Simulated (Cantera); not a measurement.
A freely propagating, adiabatic, planar premixed flame of CH4 : CO : O2 : N2 = 1 : 0.14 : 3.09 : 11.6 (molar parts), equivalence ratio 0.67, unburnt at 400 K and 2.80 bar; mixture-averaged transport, grid criteria slope 0.08 and curve 0.16, no radiation.

Cantera simulation using GRI-Mech 3.0 (53 species, 325 reactions); the numbers are that mechanism's predictions, not measurements. Burning velocities carry a grid error of a few per cent, more on coarse grids.

What does this change do: N2 11.6 to 15 parts?


```tsv
quantity	before	after
laminar burning velocity	20.0 cm/s	8.39 cm/s
thermal thickness	0.309 mm	0.623 mm
peak x(CH3)	0.000506	0.000217
peak x(CH2O)	0.000943	0.000665
```
